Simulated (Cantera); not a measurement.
Feed: 1 mol BCl₃, 0.86 mol O₂, 2 mol N₂, equilibrated at 2348 K and 1.10 mbar.

These are equilibrium values from Cantera (NASA tables, ideal gas, pure condensed phases), not measurements of a reactor. Candidate condensed phases: B, BN, B₂O₃; 25 gas species. The tables' values for BOCl are old estimates; treat these amounts as uncertain. The numbers say what is thermodynamically allowed, not how fast it happens.

Base state: Cl 0.502, N₂ 0.341, B₂O₃ 0.0439, BO₂ 0.0419, BO 0.0301, O 0.0182, BOCl 0.0112, O₂ 0.00852 (mole fractions); condensed: gas only.

Task: What changes in the equilibrium state with this change: pressure from 1.10 mbar to 2.20 mbar?

Result: 
```
species   before     after
-------  -------  --------
Cl         0.502     0.506
N₂         0.341     0.346
B₂O₃      0.0439    0.0508
BO        0.0301    0.0187
O         0.0182    0.0136
BOCl      0.0112    0.0140
BO₂       0.0419    0.0389
Cl₂      5.26e-5  0.000107
ClO      1.85e-5   2.79e-5
B₂O₂     9.82e-5   7.59e-5
O₂       0.00852   0.00954
```
